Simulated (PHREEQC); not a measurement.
Make-up at 90 °C: 0.0044 mol H2SO4, 0.033 mol Li2SO4 and 0.0018 mol MgSO4 per kg of water. Closed to the air; pH follows from the charge balance.

The numbers come from PHREEQC with the ion-association model, phreeqc.dat.

| quantity | before | after |
|---|---|---|
| pH | 2.95 | 3.08 |
| SO4-2 (mol/kgw) | 0.0278 | 0.0147 |
| HSO4- (mol/kgw) | 0.00740 | 0.00341 |
| LiSO4- (mol/kgw) | 0.00262 | 0.000873 |

Which change was made?
A. diluted 10-fold with water
B. diluted 2-fold with water
C. MgSO4 left out
D. diluted 100-fold with water
E. Li2SO4 from 0.033 to 0.0165 mol/kgw

B, diluted 2-fold with water

Precipitation was switched off in this run. At this temperature some constants are extrapolated from 25 °C, and those without enthalpy data are left unchanged.
